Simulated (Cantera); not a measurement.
A closed system holds: 1 mol SiO₂, 0.56 mol SiCl₄, 39 mol H₂, at 0.133 bar.

These are equilibrium values from Cantera (NASA tables, ideal gas, pure condensed phases), not measurements of a reactor. Candidate condensed phases: H₂O, Si, SiO₂; 30 gas species. Mutual solubility and eutectic melting of coexisting phases are not modelled. The tables' values for SiCl₃ are old estimates; treat these amounts as uncertain. The tables hold silica as quartz up to 1696 K and as liquid above; real silica turns to tridymite and cristobalite and melts near 1996 K. The numbers say what is thermodynamically allowed, not how fast it happens.

x: gas mole fraction; n: condensed amount in mol.

```tsv
T (K)	x H₂	x HCl	x SiCl₄	x SiCl₂	x SiO	n SiO₂(α-quartz)	n SiO₂(β-quartz)	n Si(s)
773	0.983	0.00271	0.0115	…	<1e-12	1.00	0	0
848	0.982	0.00416	0.0101	…	<1e-12	0	1.00	0
923	0.980	0.00588	0.00862	…	9.64e-11	0	1.00	0
998	0.977	0.0102	0.00744	…	3.59e-9	0	1.00	0.0384
1073	0.971	0.0173	0.00591	…	6.67e-8	0	1.000	0.108
1148	0.965	0.0260	0.00392	…	8.40e-7	0	1.000	0.186
1223	0.958	0.0342	0.00197	…	7.70e-6	0	1.000	0.252
1298	0.954	0.0395	0.000725	…	5.44e-5	0	0.999	0.290
1373	0.951	0.0418	0.000223	…	0.000309	0	0.994	0.297
1448	0.950	0.0424	6.72e-5	0.00583	0.00146	0	0.971	0.274
1523	0.945	0.0422	2.15e-5	0.00617	0.00587	0	0.882	0.180
```

Problem. Some entries are withheld; supply them.

Solution. 
- 773, x SiCl₂: 1.02e-7
- 848, x SiCl₂: 2.44e-6
- 923, x SiCl₂: 3.31e-5
- 998, x SiCl₂: 0.000179
- 1073, x SiCl₂: 0.000600
- 1148, x SiCl₂: 0.00154
- 1223, x SiCl₂: 0.00297
- 1298, x SiCl₂: 0.00436
- 1373, x SiCl₂: 0.00528
